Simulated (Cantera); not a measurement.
Standard-state values (1 bar) from the NASA 1993 polynomials, evaluated with Cantera. Values are per mole of reaction as written; species without (g) are pure solids or liquids, kept so even where they would boil at 1 bar.

CuF2 + 2 H(g) → 2 HF(g) + Cu

```json
[
 {"T (K)": "300", "ΔH° (kJ)": "-442.2", "ΔS° (J/K)": "73.7", "ΔG° (kJ)": "-464.3", "log10 K": "80.85", "condensed phases": "CuF2(s), Cu(s)"},
 {"T (K)": "500", "ΔH° (kJ)": "-448.2", "ΔS° (J/K)": "58.5", "ΔG° (kJ)": "-477.5", "log10 K": "49.88", "condensed phases": "CuF2(s), Cu(s)"},
 {"T (K)": "700", "ΔH° (kJ)": "-455.9", "ΔS° (J/K)": "45.7", "ΔG° (kJ)": "-487.9", "log10 K": "36.41", "condensed phases": "CuF2(s), Cu(s)"},
 {"T (K)": "900", "ΔH° (kJ)": "-464.3", "ΔS° (J/K)": "35.2", "ΔG° (kJ)": "-496.0", "log10 K": "28.78", "condensed phases": "CuF2(s), Cu(s)"},
 {"T (K)": "1100", "ΔH° (kJ)": "-472.9", "ΔS° (J/K)": "26.6", "ΔG° (kJ)": "-502.1", "log10 K": "23.84", "condensed phases": "CuF2(s), Cu(s)"},
 {"T (K)": "1300", "ΔH° (kJ)": "-537.9", "ΔS° (J/K)": "-31.4", "ΔG° (kJ)": "-497.1", "log10 K": "19.97", "condensed phases": "CuF2(l), Cu(s)"},
 {"T (K)": "1500", "ΔH° (kJ)": "[?]", "ΔS° (J/K)": "[?]", "ΔG° (kJ)": "[?]", "log10 K": "[?]", "condensed phases": "CuF2(l), Cu(l)"},
 {"T (K)": "1700", "ΔH° (kJ)": "[?]", "ΔS° (J/K)": "[?]", "ΔG° (kJ)": "[?]", "log10 K": "[?]", "condensed phases": "CuF2(l), Cu(l)"},
 {"T (K)": "1900", "ΔH° (kJ)": "[?]", "ΔS° (J/K)": "[?]", "ΔG° (kJ)": "[?]", "log10 K": "[?]", "condensed phases": "CuF2(l), Cu(l)"},
 {"T (K)": "2100", "ΔH° (kJ)": "[?]", "ΔS° (J/K)": "[?]", "ΔG° (kJ)": "[?]", "log10 K": "[?]", "condensed phases": "CuF2(l), Cu(l)"},
 {"T (K)": "2300", "ΔH° (kJ)": "-567.4", "ΔS° (J/K)": "-46.2", "ΔG° (kJ)": "-461.0", "log10 K": "10.47", "condensed phases": "CuF2(l), Cu(l)"},
 {"T (K)": "2500", "ΔH° (kJ)": "-575.2", "ΔS° (J/K)": "-49.5", "ΔG° (kJ)": "-451.5", "log10 K": "9.43", "condensed phases": "CuF2(l), Cu(l)"}
]
```

Some entries are withheld; supply them.


- 1500, ΔH° (kJ): -533.8
- 1500, ΔS° (J/K): -28.2
- 1500, ΔG° (kJ): -491.5
- 1500, log10 K: 17.11
- 1700, ΔH° (kJ): -542.6
- 1700, ΔS° (J/K): -33.7
- 1700, ΔG° (kJ): -485.3
- 1700, log10 K: 14.91
- 1900, ΔH° (kJ): -551.1
- 1900, ΔS° (J/K): -38.5
- 1900, ΔG° (kJ): -478.0
- 1900, log10 K: 13.14
- 2100, ΔH° (kJ): -559.4
- 2100, ΔS° (J/K): -42.6
- 2100, ΔG° (kJ): -469.9
- 2100, log10 K: 11.69
